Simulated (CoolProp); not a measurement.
R365MFC at 293.15 K and 0.036 MPa is compressed adiabatically to 0.104 MPa with isentropic efficiency 0.75. Each further row changes one setting.

Model: reference Helmholtz-energy equation of state, Lemmon 2016, in CoolProp.

```
case             work (kJ/kg)  final temperature (K)                       final phase  final density (kg/m³)
---------------  ------------  ---------------------  --------------------------------  ---------------------
as stated                23.3                  318.2                               gas                   6.09
efficiency 1             17.5                  314.1  two-phase, vapour fraction 0.992                   6.24
efficiency 0.65          26.9                  321.6                               gas                   6.01
```
